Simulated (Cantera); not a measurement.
Charge: 1 mol B2H6, 0.14 mol NH3, at 1700 °C and 100000 Pa.

Equilibrium computed with Cantera from the NASA thermochemical tables; the gas is ideal and each condensed phase is pure. Candidate condensed phases: B, BN; 15 gas species. The feed counts by its element totals alone. Mutual solubility and eutectic melting of coexisting phases are not modelled. The tables' values for BH2 are old estimates; treat these amounts as uncertain. Gases not in the tables: B2H6 and higher boranes. Rates play no part.

Base state: H2 0.998, H 0.00135, BH2 0.000400, N2 7.84e-5, BH3 3.33e-5 (mole fractions); condensed: B(s) + BN(s).

**Question.** What changes in the equilibrium state with this change: pressure from 100000 Pa to 11000 Pa?

**Answer.** 
```tsv
species	before	after
H2	0.998	0.995
H	0.00135	0.00406
N2	7.84e-5	0.000713
BH2	0.000400	0.000398
BH3	3.33e-5	1.10e-5
B(s), mol	1.86	1.86
BN(s), mol	0.139	0.135
```
